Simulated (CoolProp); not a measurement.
Vapour-liquid equilibrium of dimethyl ether (1) + isobutane (2) at 194 K; x and y are mole fractions of (1).

The numbers come from the multi-fluid Helmholtz-energy mixture model, Wu 2011 and Bücker 2006; pair parameters Bell 2016 in CoolProp.

```tsv
x	bubble pressure, mixture model (MPa)	bubble pressure, Raoult's law (MPa)	y, mixture model	y, Raoult's law
0.05	0.002808	0.002521	?	0.085
0.2	0.003602	0.002802	0.442	0.307
0.35	?	0.003084	0.566	0.488
0.5	?	0.003366	0.646	0.639
0.65	0.004460	0.003647	?	0.767
0.8	0.004513	0.003929	?	0.876
0.95	?	0.004211	?	0.971
```

Problem. What belongs in the gaps?

Solution. 
- 0.05, y, mixture model: 0.177
- 0.35, bubble pressure, mixture model (MPa): 0.004053
- 0.5, bubble pressure, mixture model (MPa): 0.004312
- 0.65, y, mixture model: 0.715
- 0.8, y, mixture model: 0.798
- 0.95, bubble pressure, mixture model (MPa): 0.004407
- 0.95, y, mixture model: 0.931

The largest gap from Raoult's law is +31.4 % in bubble pressure, at x = 0.35. y crosses x between x = 0.65 and 0.8: the model has an azeotrope there.

Pair parameters are fitted to limited data, so mixtures are less certain than the pure fluids.
